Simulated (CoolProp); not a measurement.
Saturation properties of hexamethyldisiloxane (MM) (Tc = 518.7 K, pc = 1.931 MPa, ω = 0.418).

Model: reference Helmholtz-energy equation of state, Thol 2016, in CoolProp.

| T (K) | p (MPa) | enthalpy of vaporisation (kJ/kg) | vapour Z |
|---|---|---|---|
| 400.3 | 0.2066 | 177.9 | 0.8952 |
| 406 | 0.2372 | 174.5 | 0.8844 |
| 411.7 | 0.2712 | 170.9 | 0.8729 |
| 417.3 | 0.3080 | 167.4 | 0.8609 |
| 423 | 0.3493 | 163.6 | 0.8478 |
| 428.7 | 0.3947 | 159.7 | 0.8339 |
| 434.3 | 0.4435 | 155.8 | 0.8194 |
| 440 | 0.4978 | 151.5 | 0.8036 |
| 445.7 | 0.5569 | 147.1 | 0.7869 |
| 451.3 | 0.6201 | 142.6 | 0.7694 |
| 457 | 0.6898 | 137.8 | 0.7504 |
| 462.7 | 0.7655 | 132.6 | 0.7301 |

It boils at 373.7 K under 1 atm.
